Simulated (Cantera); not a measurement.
Feed: 1 mol PbO, 0.069 mol O₂, 20 mol H₂, held at 0.100 bar.

Equilibrium computed with Cantera from the NASA thermochemical tables; the gas is ideal and each condensed phase is pure. Candidate condensed phases: H₂O, Pb, PbO, PbO₂, Pb₃O₄; 12 gas species. Rates play no part.

Task: At 948 K, list the 3 most abundant gas species with their mole fractions, and the condensed phases.

Result: H₂ 0.943, H₂O 0.0569, Pb 4.79e-5. Condensed: Pb(l).
